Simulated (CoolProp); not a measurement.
Saturation properties of R125.

The numbers come from the reference Helmholtz-energy equation of state, Lemmon 2005 in CoolProp.

| T (K) | p (MPa) | enthalpy of vaporisation (kJ/kg) | vapour Z | surface tension (mN/m) | liquid viscosity (µPa s) | vapour viscosity (µPa s) |
|---|---|---|---|---|---|---|
| 229.6 | 0.1260 | 161.6 | … | 13.0 | 383 | 9.91 |
| 234.4 | 0.1569 | 158.9 | 0.9419 | 12.3 | 356 | … |
| 239.2 | 0.1934 | 156.1 | 0.9329 | 11.6 | 331 | 10.3 |
| 244 | 0.2361 | 153.2 | 0.9231 | 10.9 | 309 | 10.5 |
| 248.8 | 0.2858 | 150.2 | 0.9123 | 10.2 | 288 | 10.7 |
| 253.5 | 0.3418 | 147.2 | 0.9009 | 9.57 | … | 10.9 |
| 258.3 | … | 144.0 | 0.8882 | 8.92 | … | 11.2 |
| 263.1 | 0.4817 | … | 0.8745 | 8.27 | 235 | 11.4 |

Q: Complete the blanks.

A: 
- 229.6, vapour Z: 0.9501
- 234.4, vapour viscosity (µPa s): 10.1
- 253.5, liquid viscosity (µPa s): 269
- 258.3, p (MPa): 0.4072
- 258.3, liquid viscosity (µPa s): 251
- 263.1, enthalpy of vaporisation (kJ/kg): 140.6

It boils at 225.1 K under 1 atm.

Viscosity comes from a separate model (Huber 2006). Surface tension comes from a separate correlation (Mulero 2012).
